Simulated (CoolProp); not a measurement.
Vapour-liquid equilibrium of R125 (1) + R236FA (2) at 252.2 K; x and y are mole fractions of (1).

Computed with CoolProp (multi-fluid Helmholtz-energy mixture model, Lemmon 2005 and Pan 2012; pair parameters Bell 2016).

| x | bubble pressure, mixture model (MPa) | bubble pressure, Raoult's law (MPa) | y, mixture model | y, Raoult's law |
|---|---|---|---|---|
| 0.05 | [?] | 0.05593 | 0.281 | 0.291 |
| 0.2 | 0.09708 | 0.09849 | 0.644 | 0.661 |
| 0.35 | 0.1385 | 0.1411 | [?] | 0.808 |
| 0.5 | 0.1803 | 0.1836 | [?] | 0.886 |
| 0.65 | 0.2226 | 0.2262 | [?] | 0.935 |
| 0.8 | 0.2658 | 0.2688 | 0.963 | 0.969 |
| 0.95 | 0.3103 | 0.3113 | 0.992 | 0.993 |

Question: Fill in the missing entries.

Answer: 
- 0.05, bubble pressure, mixture model (MPa): 0.05562
- 0.35, y, mixture model: 0.792
- 0.5, y, mixture model: 0.873
- 0.65, y, mixture model: 0.926

The largest gap from Raoult's law is -1.8 % in bubble pressure, at x = 0.5. No azeotrope shows between x = 0.05 and 0.95.

Pair parameters are fitted to limited data, so mixtures are less certain than the pure fluids.
